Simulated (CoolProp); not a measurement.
Properties of R11 along the isotherm 500 K (Tc = 471.1 K, pc = 44.08 bar, ω = 0.189).

Values from CoolProp's reference Helmholtz-energy equation of state, Jacobsen 1992.

```tsv
p (bar)	phase	cp (kJ/(kg K))	expansivity (1/kK)	viscosity (µPa s)
40.1	gas	0.9661	6.947	20.4
80.1	supercritical	1.511	10.60	68.4
120	supercritical	1.142	4.630	96.4
160	supercritical	1.051	3.291	115
200	supercritical	1.006	2.667	129
240	supercritical	0.9793	2.294	143
280	supercritical	0.9607	2.040	155
321	supercritical	0.9468	1.849	166
361	supercritical	0.9363	1.705	177
401	supercritical	0.9280	1.589	188
441	supercritical	0.9211	1.493	198
```

The peak of cp marks the crossing from liquid-like to gas-like fluid above the critical point.

Viscosity comes from a separate model (Klein 1997), an estimate that may be off by 10 % or more.
